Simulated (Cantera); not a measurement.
# Thermodynamics of oxide etching and cleaning by halides, feed MgO + HF + O2

Feed: 1 mol MgO, 6.5 mol HF, 3.4 mol O2, held at 750 Torr.

Equilibrium computed with Cantera from the NASA thermochemical tables; the gas is ideal and each condensed phase is pure. Candidate condensed phases: H2O, Mg, MgF2, MgO, Mg(OH)2; 31 gas species. Kinetics and transport are ignored.

From 800 K to 1475 K the condensed part is MgF2(s). From 1550 K to 1775 K the condensed part is MgF2(l).

```csv
T (K),x HF,x O2,x H2O,x MgF2,n MgF2(s),n MgF2(l)
800,0.506,0.382,0.112,<1e-12,1.00,0
875,0.506,0.382,0.112,<1e-12,1.00,0
950,0.506,0.382,0.112,1.29e-12,1.00,0
1025,0.506,0.382,0.112,4.48e-11,1.00,0
1100,0.506,0.382,0.112,9.50e-10,1.00,0
1175,0.506,0.382,0.112,1.35e-8,1.00,0
1250,0.506,0.382,0.112,1.37e-7,1.000,0
1325,0.506,0.382,0.112,1.06e-6,1.000,0
1400,0.506,0.382,0.112,6.56e-6,1.000,0
1475,0.506,0.382,0.112,3.34e-5,1.000,0
1550,0.506,0.382,0.112,0.000138,0,0.999
1625,0.505,0.382,0.112,0.000417,0,0.996
1700,0.505,0.381,0.112,0.00113,0,0.990
1775,0.504,0.381,0.112,0.00281,0,0.975
```
x: gas mole fraction; n: condensed amount in mol.
